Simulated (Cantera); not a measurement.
Charge: 1 mol NaCl, 0.65 mol H2, at 700 K and 0.100 bar.

Method: chemical equilibrium by Gibbs-energy minimisation in Cantera with the NASA 1993 tables (ideal gas, pure condensed phases). Candidate condensed phases: Na, NaCl; 10 gas species. Kinetics and transport are ignored.

Problem. What is the equilibrium state?

Solution. 
| Quantity | Result |
|---|---|
| x(H2) | 1.00 |
| n(NaCl(s)) | 1.00 mol |
| gas amount | 0.6500 mol |
| log10 activity of Na(l) (absent) | -8.00 |
